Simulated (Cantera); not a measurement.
Cantera run:

```python
import numpy as np
import cantera as ct

gas_names = """
    O N2 VO2
""".split()
cond_names = """
    VN(s)
""".split()


# ... load() reads the species with a 1 bar reference pressure and builds the phases ...
species = {s.name: s for s in load("nasa_gas.yaml", gas_names) + load("nasa_condensed.yaml", cond_names)}
# Each term lists the table entries of one substance; the one whose range holds T is used.
reactions = {
    '2 VN + 4 O(g) = N2(g) + 2 VO2(g)':
        [(-2, ['VN(s)']), (-4, ['O']), (1, ['N2']), (2, ['VO2'])],
}


def pick(names, T):
    return next(species[n] for n in names if species[n].thermo.min_temp <= T <= species[n].thermo.max_temp)


results = []
for label, terms in reactions.items():
    print(label)
    print("     T/K   dH/kJ  dS/(J/K)   dG/kJ   log10 K")
    for T in [300, 1173, 1273, 1373, 1473, 1573, 1673, 1773]:
        used = [(nu, pick(names, T)) for nu, names in terms]
        dH = sum(nu * s.thermo.h(T) for nu, s in used) / 1e6
        dS = sum(nu * s.thermo.s(T) for nu, s in used) / 1e3
        dG = dH - T * dS / 1e3
        logK = -dG * 1e6 / (ct.gas_constant * T * np.log(10))
        results.append((label, T, dH, dS, dG, logK, [s.name for _, s in used]))
        print(f"{T:8g} {dH:8.1f} {dS:8.1f} {dG:8.1f} {logK:8.2f}")
```

It prints:

```
2 VN + 4 O(g) = N2(g) + 2 VO2(g)
     T/K   dH/kJ  dS/(J/K)   dG/kJ   log10 K
     300  -1027.7      3.1  -1028.7   179.10
    1173  -1068.7    -60.9   -997.2    44.41
    1273  -1073.6    -65.0   -990.9    40.66
    1373  -1078.7    -68.8   -984.2    37.44
    1473  -1083.8    -72.4   -977.2    34.65
    1573  -1089.2    -75.9   -969.7    32.20
    1673  -1094.6    -79.3   -962.0    30.03
    1773  -1100.2    -82.5   -953.9    28.10
```

Source: NASA polynomial tables (part measured, part estimated), evaluated in Cantera. VN: taken at fixed stoichiometry. Condensed species are held in their standard states even where they would react or evaporate.
